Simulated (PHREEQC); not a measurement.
NH3 is added in steps, without added water, to 1 kg of water holding 0.033 mol/kgw HF, 0.0059 mol/kgw NH4HF2, 0.00024 mol/kgw H2SiF6 and 0.00094 mol/kgw H3PO4, at 12 °C. Oxygen alone is held at its pressure in air (log pO2 = -0.68). The system is closed to CO2. The run lets SiO2(a) precipitate or redissolve, and no other solid.

Base run: PHREEQC, ion-association model, wateq4f.dat. Each further column changes one thing. The table gives H4SiO4 (mol/kgw).

```json
[
 {"NH3 added (mol)": "0", "base": "1.84e-12", "Davies equation for every ion": "1.81e-12", "all activity coefficients set to 1": "2.39e-12", "metal-ligand complexes left out": "1.84e-12", "database phreeqc.dat": "7.76e-13"},
 {"NH3 added (mol)": "0.013", "base": "1.16e-12", "Davies equation for every ion": "1.13e-12", "all activity coefficients set to 1": "1.50e-12", "metal-ligand complexes left out": "1.16e-12", "database phreeqc.dat": "6.49e-13"},
 {"NH3 added (mol)": "0.02275", "base": "2.44e-12", "Davies equation for every ion": "2.37e-12", "all activity coefficients set to 1": "3.27e-12", "metal-ligand complexes left out": "2.44e-12", "database phreeqc.dat": "1.66e-12"},
 {"NH3 added (mol)": "0.03575", "base": "1.90e-10", "Davies equation for every ion": "1.83e-10", "all activity coefficients set to 1": "2.67e-10", "metal-ligand complexes left out": "1.90e-10", "database phreeqc.dat": "1.70e-10"},
 {"NH3 added (mol)": "0.04875", "base": "0.000221", "Davies equation for every ion": "0.000222", "all activity coefficients set to 1": "0.000225", "metal-ligand complexes left out": "0.000221", "database phreeqc.dat": "0.000192"},
 {"NH3 added (mol)": "0.0585", "base": "0.000199", "Davies equation for every ion": "0.000199", "all activity coefficients set to 1": "0.000205", "metal-ligand complexes left out": "0.000199", "database phreeqc.dat": "0.000192"},
 {"NH3 added (mol)": "0.0715", "base": "0.000175", "Davies equation for every ion": "0.000175", "all activity coefficients set to 1": "0.000184", "metal-ligand complexes left out": "0.000175", "database phreeqc.dat": "0.000173"},
 {"NH3 added (mol)": "0.08125", "base": "0.000160", "Davies equation for every ion": "0.000160", "all activity coefficients set to 1": "0.000171", "metal-ligand complexes left out": "0.000160", "database phreeqc.dat": "0.000158"},
 {"NH3 added (mol)": "0.09425", "base": "0.000144", "Davies equation for every ion": "0.000145", "all activity coefficients set to 1": "0.000156", "metal-ligand complexes left out": "0.000144", "database phreeqc.dat": "0.000142"},
 {"NH3 added (mol)": "0.1072", "base": "0.000131", "Davies equation for every ion": "0.000131", "all activity coefficients set to 1": "0.000143", "metal-ligand complexes left out": "0.000131", "database phreeqc.dat": "0.000129"},
 {"NH3 added (mol)": "0.117", "base": "0.000123", "Davies equation for every ion": "0.000123", "all activity coefficients set to 1": "0.000135", "metal-ligand complexes left out": "0.000123", "database phreeqc.dat": "0.000121"},
 {"NH3 added (mol)": "0.13", "base": "0.000113", "Davies equation for every ion": "0.000114", "all activity coefficients set to 1": "0.000126", "metal-ligand complexes left out": "0.000113", "database phreeqc.dat": "0.000111"}
]
```

wateq4f.dat counts part of the HF as a dimer, H2F2, which phreeqc.dat doesn't know; its constant is uncertain. H3PO4, which wateq4f.dat lacks, is added to it with the constant of phreeqc.dat. Away from 25 °C the constants follow the database's enthalpies or fits; those with neither stay at their 25 °C values. SiF6-2 is the database's only silicon fluoride. phreeqc.dat and wateq4f.dat share most of their constants, so their agreement is no independent check. Solids allowed in the column 'database phreeqc.dat': Chalcedony.
